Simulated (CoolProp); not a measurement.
A single-stage vapour-compression cycle with CH3F (R41): evaporating at 207.15 K (dew point), condensing at 269.15 K (bubble point), superheat 2 K, subcooling 2 K, compressor efficiency 0.65, no pressure losses. Each further row changes one setting.

Model: reference Helmholtz-energy equation of state, Lemmon 2006, in CoolProp. It is a short technical equation, of lower accuracy than the large ones.

```csv
case,cooling COP,pressure ratio,discharge temperature (K),refrigerating effect (kJ/kg),volumetric capacity (kJ/m³)
as stated,1.56,9.55,405.8,338,(withheld)
evaporating temperature 212.15 K,(withheld),7.56,389.7,340,(withheld)
condensing temperature 264.15 K,(withheld),8.29,391.9,350,1390
subcooling 7 K,(withheld),9.55,405.8,350,1390
superheat 12 K,1.53,9.55,423.6,350,1320
```

Task: Complete the blanks.

Result: 
- as stated, volumetric capacity (kJ/m³): 1350
- evaporating temperature 212.15 K, cooling COP: 1.79
- evaporating temperature 212.15 K, volumetric capacity (kJ/m³): 1690
- condensing temperature 264.15 K, cooling COP: 1.75
- subcooling 7 K, cooling COP: 1.62
